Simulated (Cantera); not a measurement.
An isothermal, constant-pressure homogeneous reactor starts with 28.3 % CH₄, 51.0 % CO₂, 20.7 % H₂, at 1650 K and 100.0 Torr.

Detailed kinetics in Cantera: GRI-Mech 3.0 (53 species, 325 reactions).

One state of this run: x CH₄ = 0.248; x CO₂ = 0.478; x H₂ = 0.220; x CO = 0.0203; x C₂H₂ = 0.00874. x: mole fraction; the columns are a selection and need not sum to one.

Task: Which value of t (s) does it belong to?
A. 0.00231
B. 0.532
C. 0.000376
D. 0.0141

Result: D, 0.0141
